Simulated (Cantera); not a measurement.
An isothermal, constant-pressure homogeneous reactor starts with N₂O : H₂O = 1 : 0.078 (molar parts), at 1425 K and 1.01 bar.

Detailed kinetics in Cantera: GRI-Mech 3.0 (53 species, 325 reactions). GRI-Mech 3.0 was tuned for natural gas; its chemistry of N2O as a main component is partial and can be far from experiment. The temperature is held fixed by assumption; the heat of reaction is taken as removed at once.

### Question
Predict: x(N₂O) at 60.0 s; x(H₂O) at 60.0 s; x(N₂) at 60.0 s; x(NO) at 60.0 s; x(HO₂) at 60.0 s; x(H) at 60.0 s; x(H₂) at 60.0 s.

### Answer
| Property | Result |
|---|---|
| x(N₂O) at 60.0 s | 1.69e-6 (gas-phase equilibrium 5.22e-8) |
| x(H₂O) at 60.0 s | 0.0494 (gas-phase equilibrium 0.0494) |
| x(N₂) at 60.0 s | 0.593 (gas-phase equilibrium 0.633) |
| x(NO) at 60.0 s | 0.0815 (gas-phase equilibrium 0.000920) |
| x(HO₂) at 60.0 s | 9.56e-8 (gas-phase equilibrium 1.06e-7) |
| x(H) at 60.0 s | 1.70e-9 (gas-phase equilibrium 1.64e-9) |
| x(H₂) at 60.0 s | 6.20e-8 (gas-phase equilibrium 5.79e-8) |
